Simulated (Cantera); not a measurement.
Adiabatic ignition

An adiabatic, constant-pressure homogeneous reactor starts with 1.33 % C₃H₈, 9.14 % O₂, 89.5 % N₂, equivalence ratio 0.73, at 1800 K and 0.987 atm.

Detailed kinetics in Cantera: GRI-Mech 3.0 (53 species, 325 reactions). GRI-Mech 3.0 was tuned for natural gas; its chemistry of propane as a main component is partial and can be far from experiment.

```csv
t (s),T (K),x C₃H₈,x O₂,x HO₂,x CH₂,x NO₂,x NO
3.00e-6,1777,0.00991,0.0903,9.49e-5,9.46e-6,<1e-12,8.68e-10
8.11e-6,1777,0.00393,0.0856,0.000178,3.50e-5,6.47e-11,2.30e-8
2.19e-5,2060,<1e-12,0.0434,1.12e-5,1.65e-5,9.32e-10,6.83e-6
5.92e-5,2109,<1e-12,0.0312,3.28e-6,<1e-12,3.84e-9,2.71e-5
0.000160,2182,<1e-12,0.0297,2.68e-6,<1e-12,1.08e-8,7.15e-5
0.000433,2284,<1e-12,0.0284,1.97e-6,<1e-12,3.59e-8,0.000189
0.00117,2379,<1e-12,0.0266,1.61e-6,<1e-12,1.30e-7,0.000477
0.00316,2423,<1e-12,0.0253,1.65e-6,<1e-12,3.43e-7,0.00105
0.00854,2425,<1e-12,0.0246,1.63e-6,<1e-12,7.33e-7,0.00223
0.0231,2421,<1e-12,0.0236,1.56e-6,<1e-12,1.42e-6,0.00438
0.0624,2417,<1e-12,0.0226,1.50e-6,<1e-12,2.04e-6,0.00639
0.169,2417,<1e-12,0.0224,1.49e-6,<1e-12,2.17e-6,0.00683
0.456,2417,<1e-12,0.0224,1.49e-6,<1e-12,2.17e-6,0.00683
1.23,2417,<1e-12,0.0224,1.49e-6,<1e-12,2.17e-6,0.00683
3.33,2417,<1e-12,0.0224,1.49e-6,<1e-12,2.17e-6,0.00683
9.00,2417,<1e-12,0.0224,1.49e-6,<1e-12,2.17e-6,0.00683
```
x: mole fraction; the columns are a selection and need not sum to one.

| Quantity | Value |
|---|---|
| time of steepest temperature rise | 18.3 µs |
| temperature at 9.00 s | 2417 K |
| equilibrium temperature | 2417 K |
| x(C₃H₈) at 9.00 s | <1e-12 (gas-phase equilibrium <1e-12) |
| x(O₂) at 9.00 s | 0.0224 (gas-phase equilibrium 0.0224) |
| x(HO₂) at 9.00 s | 1.49e-6 (gas-phase equilibrium 1.49e-6) |
